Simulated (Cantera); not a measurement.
Mixture: CH4 : O2 : N2 = 1 : 3.57 : 13.4 (molar parts), at 10.0 bar, adiabatic and at constant volume. Ignition delay is the time to a rise of 400 K.

Computed with Cantera and GRI-Mech 3.0 (53 species, 325 reactions).

Task: What does this change do: pressure from 10.0 bar to 3.60 bar?

Result: 
```json
[
 {"quantity": "delay at 1273 K", "before": "1.47 ms", "after": "3.96 ms"},
 {"quantity": "delay at 1423 K", "before": "0.297 ms", "after": "0.718 ms"},
 {"quantity": "delay at 1573 K", "before": "75.2 µs", "after": "0.172 ms"},
 {"quantity": "delay at 1723 K", "before": "23.6 µs", "after": "54.4 µs"},
 {"quantity": "delay at 1873 K", "before": "8.98 µs", "after": "21.5 µs"},
 {"quantity": "apparent activation energy between 1798 and 1948 K", "before": "170 kJ/mol", "after": "160 kJ/mol"}
]
```

Task: What does this change do: 1.6 parts CO2 added?

Result: 
```json
[
 {"quantity": "delay at 1273 K", "before": "1.47 ms", "after": "1.65 ms"},
 {"quantity": "delay at 1423 K", "before": "0.297 ms", "after": "0.338 ms"},
 {"quantity": "delay at 1573 K", "before": "75.2 µs", "after": "85.5 µs"},
 {"quantity": "delay at 1723 K", "before": "23.6 µs", "after": "26.4 µs"},
 {"quantity": "delay at 1873 K", "before": "8.98 µs", "after": "9.93 µs"},
 {"quantity": "apparent activation energy between 1798 and 1948 K", "before": "170 kJ/mol", "after": "170 kJ/mol"}
]
```
